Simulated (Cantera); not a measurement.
What does this Cantera script print?

```python
import numpy as np
import cantera as ct

gas_names = """
    B BH BH2 BH3 BN BO BO2 B2 B2O B2O2 B2O3 B3O3H3 H HBO HBO2 HNO HNO2 HNO3 HO2 H2 H2O H2O2 H3B3O6 N NH
    NH2 NH3 NH2OH NO NO2 NO3 N2 N2H2 N2H4 N2O O OH O2 O3
""".split()
cond_names = """
    B(b) B(L) BN(s) B2O3(L) B3O3H3(cr) H2O(s) H2O(L)
""".split()


# ... load() reads the species with a 1 bar reference pressure and builds the phases ...
atoms = {
    'borazine': {'B': 3, 'N': 3, 'H': 6},
    'N2': {'N': 2},
    'H2': {'H': 2},
    'O2': {'O': 2},
}
top_T = {'BN(s)': 3200}  # K; cautious upper limits of use, not melting points


# ... equilibrate(T, P, feed) seeds the gas with the atoms and calls Mixture.equilibrate('TP', solver="vcs", rtol=1e-11, max_steps=5000) ...
results = []
T = 1398.15  # K
P = 1333.22  # Pa
for m in [0.54, 0.95, 1.4, 1.8, 2.2, 2.6, 3, 3.4]:
    feed = {'borazine': 1, 'N2': m, 'H2': 28, 'O2': 0.094}  # mol
    mix = equilibrate(T, P, feed)
    results.append((T, P, feed, dict(zip(mix.species_names, mix.species_moles))))

top = {s: max(r[3][s] / sum(r[3][g] for g in gas_names) for r in results) for s in gas_names}
cols = sorted((s for s in top if top[s] > 1e-05), key=lambda s: -top[s])[:6]
seen = [c for c in cond_names if any(r[3].get(c, 0) > 1e-12 for r in results)]
print("log10 of partial pressures in bar; condensed amounts in mol")
print(f"{'n(N2)':>10s}" + "".join(f"{s[:9]:>10s}" for s in cols + seen))
for T, P, feed, n in results:
    ng = sum(n[g] for g in gas_names)
    print(f"{feed['N2']:10.4g}" + "".join(f"{np.log10(max(n[s] / ng * P / 1e5, 1e-99)):10.3f}" for s in cols)
          + "".join(f"{n.get(c, 0):10.4g}" for c in seen))
```

It prints:

```
log10 of partial pressures in bar; condensed amounts in mol
     n(N2)        H2        N2      HBO2       HBO       H2O      B2O3     BN(s)   B2O3(L)
      0.54    -1.885    -3.602    -4.625    -4.893    -5.175    -5.638     2.894  0.004025
      0.95    -1.890    -3.381    -4.591    -4.932    -5.106    -5.638     2.898 0.0001854
       1.4    -1.897    -3.226    -4.590    -4.972    -5.072    -5.671       2.9         0
       1.8    -1.902    -3.125    -4.593    -5.000    -5.052    -5.696     2.902         0
       2.2    -1.907    -3.046    -4.596    -5.023    -5.038    -5.717     2.903         0
       2.6    -1.912    -2.980    -4.600    -5.043    -5.027    -5.736     2.904         0
         3    -1.917    -2.924    -4.604    -5.060    -5.019    -5.752     2.905         0
       3.4    -1.922    -2.875    -4.608    -5.076    -5.013    -5.767     2.905         0
```

Cantera equilibrium calculation (NASA polynomials, part measured and part estimated; ideal gas, pure solids and liquids). The feed counts by its element totals alone. Mutual solubility and eutectic melting of coexisting phases are not modelled.
